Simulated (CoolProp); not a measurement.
Values from CoolProp's reference Helmholtz-energy equation of state, de Reuck 1990.

Question: Give the vapour pressure (MPa), vapour density (kg/m³), surface tension (mN/m) of saturated fluorine at -155.45, -151.45 °C.

Answer: 
```json
[
 {"T (°C)": "-155.45", "p (MPa)": "1.43", "vapour density (kg/m³)": "69.9", "surface tension (mN/m)": "5.09"},
 {"T (°C)": "-151.45", "p (MPa)": "1.79", "vapour density (kg/m³)": "88.6", "surface tension (mN/m)": "4.18"}
]
```

Surface tension comes from a separate correlation (Mulero 2012).
